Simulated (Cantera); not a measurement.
An adiabatic, constant-volume homogeneous reactor starts with CH4 : CO : O2 : N2 = 1 : 0.23 : 5.72 : 21.5 (molar parts), equivalence ratio 0.37, at 1150 K and 23.0 bar. Integrator tolerance rtol = 1e-08.

Computed with Cantera and GRI-Mech 3.0 (53 species, 325 reactions). The pressure lies above the range GRI-Mech 3.0 was tuned for (to about 10 atm).

What does this change do: pressure from 23.0 bar to 1.00 bar?


```
quantity                                                            before                                      after
---------------------------------  ---------------------------------------  -----------------------------------------
time of steepest temperature rise                                  3.21 ms                                    56.3 ms
temperature at 3.00 s                                               2166 K                                     2153 K
equilibrium temperature                                             2166 K                                     2153 K
x(CH4) at 3.00 s                     <1e-12 (gas-phase equilibrium <1e-12)      <1e-12 (gas-phase equilibrium <1e-12)
x(CO) at 3.00 s                    9.03e-5 (gas-phase equilibrium 9.03e-5)  0.000393 (gas-phase equilibrium 0.000393)
x(O2) at 3.00 s                        0.122 (gas-phase equilibrium 0.122)        0.122 (gas-phase equilibrium 0.122)
x(NO2) at 3.00 s                   5.86e-5 (gas-phase equilibrium 5.86e-5)    1.20e-5 (gas-phase equilibrium 1.20e-5)
x(C2H6) at 3.00 s                    <1e-12 (gas-phase equilibrium <1e-12)      <1e-12 (gas-phase equilibrium <1e-12)
```
